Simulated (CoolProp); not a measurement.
R1233zd(E) at 298.15 K and 0.0673 MPa is compressed adiabatically to 0.13 MPa with isentropic efficiency 0.8. Each further row changes one setting.

Values from CoolProp's reference Helmholtz-energy equation of state, Akasaka 2022.

| case | work (kJ/kg) | final temperature (K) | final density (kg/m³) |
|---|---|---|---|
| as stated | … | … | 6.66 |
| efficiency 1 | … | … | 6.75 |
| efficiency 0.65 | … | … | … |

### Question
Fill in the missing entries.

### Answer

- as stated, work (kJ/kg): 15.6
- as stated, final temperature (K): 319.0
- efficiency 1, work (kJ/kg): 12.4
- efficiency 1, final temperature (K): 315.3
- efficiency 0.65, work (kJ/kg): 19.2
- efficiency 0.65, final temperature (K): 323.3
- efficiency 0.65, final density (kg/m³): 6.56
